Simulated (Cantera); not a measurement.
An adiabatic, constant-volume homogeneous reactor starts with C₃H₈ : O₂ : N₂ : CO₂ = 1 : 2.94 : 11.1 : 1 (molar parts), at 1775 K and 1.01 bar.

Detailed kinetics in Cantera: GRI-Mech 3.0 (53 species, 325 reactions). GRI-Mech 3.0 was tuned for natural gas; its chemistry of propane as a main component is partial and can be far from experiment.

Task: Predict: time of steepest temperature rise; temperature at 5.00 s; equilibrium temperature; x(O₂) at 5.00 s; x(CO₂) at 5.00 s; x(O) at 5.00 s.

Result: 
```json
{
  "time_of_steepest_temperature_rise": "14.8 µs",
  "temperature at 5.00 s": "2948 K",
  "equilibrium_temperature": "2948 K",
  "x(O₂) at 5.00 s": "0.00290 (gas-phase equilibrium 0.00290)",
  "x(CO₂) at 5.00 s": "0.0446 (gas-phase equilibrium 0.0446)",
  "x(O) at 5.00 s": "0.00356 (gas-phase equilibrium 0.00356)"
}
```
